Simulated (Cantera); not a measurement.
An isothermal, constant-pressure homogeneous reactor starts with CH₄ : N₂ = 1 : 17 (molar parts), at 1050 K and 11000 Pa. Integrator tolerance rtol = 1e-08.

Detailed kinetics in Cantera: GRI-Mech 3.0 (53 species, 325 reactions). GRI-Mech 3.0 stops at C3 and has no aromatics, soot or wall deposition, so with more carbon than oxygen in the feed, carbon stays in small species such as C2H2 where larger ones or solid carbon would form.

Problem. What does this change do: temperature 1050 to 1675 K?

Solution. 
| quantity | before | after |
|---|---|---|
| x(CH₄) at 100 s | 0.0556 (gas-phase equilibrium 0.0310) | 6.11e-5 (gas-phase equilibrium 2.93e-5) |
| x(C₂H₄) at 100 s | 1.04e-8 (gas-phase equilibrium 0.00179) | 1.34e-5 (gas-phase equilibrium 3.02e-6) |
| x(CH₂) at 100 s | <1e-12 (gas-phase equilibrium <1e-12) | 1.97e-9 (gas-phase equilibrium 9.45e-10) |
| x(H₂) at 100 s | 3.08e-7 (gas-phase equilibrium 0.0333) | 0.0788 (gas-phase equilibrium 0.0788) |
| x(H) at 100 s | <1e-12 (gas-phase equilibrium 4.49e-9) | 9.90e-5 (gas-phase equilibrium 9.90e-5) |
| x(HCN) at 100 s | <1e-12 (gas-phase equilibrium 0.0142) | 1.21e-5 (gas-phase equilibrium 0.0408) |
| x(CH₃) at 100 s | 2.83e-8 (gas-phase equilibrium 7.45e-8) | 1.56e-6 (gas-phase equilibrium 7.48e-7) |
